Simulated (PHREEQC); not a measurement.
A solution holds 1.1 mmol/kgw KOH and 0.17 mmol/kgw (CH3)4NCl, at 25 °C. It is in equilibrium with CO2 at log p = -2 (atm). Otherwise closed; pH follows from the charge balance.

All values are PHREEQC results (ion-association model, phreeqc.dat), not measurements.

No solid was allowed to form.

### Question
Estimate the pH.

### Answer
pH 6.84.

### Question
In which forms is C present?

### Answer
HCO3- 76 %, CO2 24 % of the C.

Species that the database lacks are ignored. (CH3)4N+ isn't in the database: it is added as a free cation with an ion size of 4 Å.
